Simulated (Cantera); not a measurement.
Feed: 1 mol CaCO3, 1.8 mol H2, held at 1 atm.

Method: chemical equilibrium by Gibbs-energy minimisation in Cantera with the NASA 1993 tables (ideal gas, pure condensed phases). Candidate condensed phases: C, C6H6, C7H8, C8H18, Ca, CaCO3, CaO, Ca(OH)2, H2O; 115 gas species. Kinetics and transport are ignored.

x: gas mole fraction; n: condensed amount in mol.

```json
[
 {"T (°C)": "675", "x H2": "0.763", "x H2O": "0.127", "x CO": "0.0581", "x CO2": "0.0175", "x CH4": "0.0346", "x H": "4.55e-10", "x C2H6": "(withheld)", "n CaCO3(calcite)": "0.793", "n CaO(s)": "0.207"},
 {"T (°C)": "725", "x H2": "0.636", "x H2O": "0.161", "x CO": "0.142", "x CO2": "0.0520", "x CH4": "0.00930", "x H": "1.70e-9", "x C2H6": "(withheld)", "n CaCO3(calcite)": "0.551", "n CaO(s)": "0.449"},
 {"T (°C)": "775", "x H2": "0.421", "x H2O": "0.221", "x CO": "0.220", "x CO2": "0.137", "x CH4": "0.000829", "x H": "4.98e-9", "x C2H6": "(withheld)", "n CaCO3(calcite)": "0", "n CaO(s)": "1.00"},
 {"T (°C)": "825", "x H2": "0.412", "x H2O": "0.230", "x CO": "0.230", "x CO2": "0.127", "x CH4": "0.000241", "x H": "1.58e-8", "x C2H6": "(withheld)", "n CaCO3(calcite)": "0", "n CaO(s)": "1.00"},
 {"T (°C)": "875", "x H2": "0.404", "x H2O": "0.238", "x CO": "0.238", "x CO2": "0.119", "x CH4": "7.76e-5", "x H": "4.53e-8", "x C2H6": "(withheld)", "n CaCO3(calcite)": "0", "n CaO(s)": "1.00"},
 {"T (°C)": "925", "x H2": "0.397", "x H2O": "0.246", "x CO": "0.246", "x CO2": "0.111", "x CH4": "2.74e-5", "x H": "1.19e-7", "x C2H6": "(withheld)", "n CaCO3(calcite)": "0", "n CaO(s)": "1.00"},
 {"T (°C)": "975", "x H2": "0.390", "x H2O": "0.252", "x CO": "0.252", "x CO2": "0.105", "x CH4": "1.05e-5", "x H": "2.90e-7", "x C2H6": "<1e-12", "n CaCO3(calcite)": "0", "n CaO(s)": "1.00"},
 {"T (°C)": "1025", "x H2": "0.385", "x H2O": "0.258", "x CO": "0.258", "x CO2": "0.0989", "x CH4": "4.32e-6", "x H": "6.60e-7", "x C2H6": "<1e-12", "n CaCO3(calcite)": "0", "n CaO(s)": "1.00"},
 {"T (°C)": "1075", "x H2": "0.379", "x H2O": "0.264", "x CO": "0.264", "x CO2": "0.0936", "x CH4": "1.91e-6", "x H": "1.42e-6", "x C2H6": "<1e-12", "n CaCO3(calcite)": "0", "n CaO(s)": "1.00"},
 {"T (°C)": "1125", "x H2": "0.375", "x H2O": "0.268", "x CO": "0.268", "x CO2": "0.0889", "x CH4": "8.92e-7", "x H": "2.88e-6", "x C2H6": "<1e-12", "n CaCO3(calcite)": "0", "n CaO(s)": "1.00"}
]
```

Task: Fill in the missing entries.

Result: 
- 675, x C2H6: 1.71e-7
- 725, x C2H6: 2.36e-8
- 775, x C2H6: 4.32e-10
- 825, x C2H6: 5.48e-11
- 875, x C2H6: 8.21e-12
- 925, x C2H6: 1.43e-12
